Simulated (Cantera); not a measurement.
Cantera run:

```python
import numpy as np
import cantera as ct

gas_names = [...]  # 148 gases of nasa_gas.yaml made of Al, C, H, N, O
cond_names = """
    AL(cr) AL(L) ALN(s) AL2O3(a) AL2O3(L) C(gr) C6H6(L) C7H8(L) C8H18(L),n-octa H2O(s) H2O(L)
""".split()


# ... load() reads the species with a 1 bar reference pressure and builds the phases ...
atoms = {
    'Al(CH3)3': {'AL': 1, 'C': 3, 'H': 9},
    'N2O': {'N': 2, 'O': 1},
    'H2': {'H': 2},
}
top_T = {'ALN(s)': 2750, 'C(gr)': 4500}  # K; cautious upper limits of use, not melting points


# ... equilibrate(T, P, feed) seeds the gas with the atoms and calls Mixture.equilibrate('TP', solver="vcs", rtol=1e-11, max_steps=5000) ...
results = []
feed = {'Al(CH3)3': 1, 'N2O': 0.82, 'H2': 39}  # mol
T = 1348.15  # K
P = 12  # Pa
mix = equilibrate(T, P, feed)
results.append((T, P, feed, dict(zip(mix.species_names, mix.species_moles))))
print(gas.report(threshold=0.0001))
for i in range(1, mix.n_phases):
    print(f"{mix.phase(i).name:16s} {mix.phase_moles(i):12.5e} mol")
```

Output:

```
       temperature   1348.2 K
          pressure   12 Pa
           density   2.8691e-06 kg/m^3
  mean mol. weight   2.68 kg/kmol
   phase of matter   gas

                          1 kg             1 kmol
                     ---------------   ---------------
          enthalpy         1.102e+07        2.9535e+07  J
   internal energy        6.8379e+06        1.8326e+07  J
           entropy             94547        2.5339e+05  J/K
    Gibbs function       -1.1644e+08       -3.1207e+08  J
 heat capacity c_p             11867             31803  J/K
 heat capacity c_v            8764.4             23489  J/K

                      mass frac. Y      mole frac. X     chem. pot. / RT
                     ---------------   ---------------   ---------------
                CO           0.19196          0.018367           -49.324
                 H        7.8584e-05        0.00020893           -13.676
                H2           0.73286           0.97424           -27.352
                N2          0.074792         0.0071551           -39.658
     [ +144 minor]        0.00030628        3.0683e-05

AL(L)             0.00000e+00 mol
ALN(s)            9.99919e-01 mol
AL2O3(a)          0.00000e+00 mol
C(gr)             2.17866e+00 mol
```

Method: chemical equilibrium by Gibbs-energy minimisation in Cantera with the NASA 1993 tables (ideal gas, pure condensed phases). The feed counts by its element totals alone.
